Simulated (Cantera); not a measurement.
Feed: 1 mol n-butane, 0.02 mol NH3, 0.62 mol N2, equilibrated at 1225 K and 10.0 mbar.

Cantera equilibrium calculation (NASA polynomials, part measured and part estimated; ideal gas, pure solids and liquids). Candidate condensed phases: C, C6H6, C7H8, C8H18; 92 gas species. The numbers say what is thermodynamically allowed, not how fast it happens.

Base state: H2 0.889, N2 0.111, CH4 0.000104, HCN 3.07e-5 (mole fractions); condensed: C(graphite).

Task: What changes in the equilibrium state with this change: temperature from 1225 K to 2425 K?

Result: 
```
species            before     after
----------------  -------  --------
H2                  0.889     0.730
H                 2.94e-6     0.153
N2                  0.111    0.0942
HCN               3.07e-5    0.0153
CN                  <1e-9  0.000166
C2H                 <1e-9   7.27e-5
C(graphite), mol     4.00      3.82
```
